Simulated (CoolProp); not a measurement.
Computed with CoolProp (reference Helmholtz-energy equation of state, Thol 2017).

Problem. For decamethyltetrasiloxane (MD2M), give the phase and the Z, cp (kJ/(kg K)), Joule-Thomson coefficient (K/MPa) at 301.2 K and 0.534 MPa.

Solution. 
- 301.2 K and 0.534 MPa: liquid; Z 0.0783, cp 1.73, Joule-Thomson coefficient -0.442
